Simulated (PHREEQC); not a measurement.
Make-up at 70 °C: 0.0066 mol NaHS, 0.14 mol NaCl and 0.00043 mol FeCl2 per kg of water. Closed to the air; pH follows from the charge balance.

Model: ion-association model, phreeqc.dat, run in PHREEQC.

```
Item                          Value
--------------------  -------------
pH                             8.38
ionic strength        0.147 mol/kgw
specific conductance    32300 µS/cm
density                 0.984 g/cm³
total alkalinity        6.60 meq/kg
```

| species | molality | activity | log γ |
|---|---|---|---|
| Na+ | 0.147 | 0.109 | -0.128 |
| Cl- | 0.141 | 0.101 | -0.143 |
| HS- | 0.00551 | 0.00393 | -0.147 |
| Fe(HS)2 | 0.000269 | 0.000278 | 0.015 |
| Fe(HS)3- | 0.000161 | 0.000119 | -0.130 |
| H2S | 5.95e-5 | 6.15e-5 | 0.015 |
| OH- | 5.39e-5 | 3.84e-5 | -0.147 |
| S-2 | 5.47e-6 | 1.65e-6 | -0.520 |
| Fe+2 | 6.14e-8 | 2.02e-8 | -0.482 |
| FeOH+ | 3.82e-8 | 2.83e-8 | -0.130 |
| H+ | 5.25e-9 | 4.18e-9 | -0.099 |

Precipitation was switched off in this run. Complexes and solids missing from the database can't appear. At this temperature some constants are extrapolated from 25 °C, and those without enthalpy data are left unchanged.
